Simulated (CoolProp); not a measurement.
Vapour-liquid equilibrium of carbon dioxide (1) + CHF3 (R23) (2) at 1.66 MPa; x and y are mole fractions of (1).

The numbers come from the multi-fluid Helmholtz-energy mixture model, Span 1996 and Penoncello 2003; pair parameters Bell 2016 in CoolProp.

**Question.** Give the bubble temperature and the first vapour's composition at x = 0.45, 0.65, 0.85. Is there an azeotrope?

**Answer.** x = 0.45: 252.0 K, y = 0.522; x = 0.65: 249.9 K, y = 0.702; x = 0.85: 248.4 K, y = 0.870. No azeotrope shows between x = 0.05 and 0.95.

The pair parameters rest on a limited set of measurements; away from them the model extrapolates.
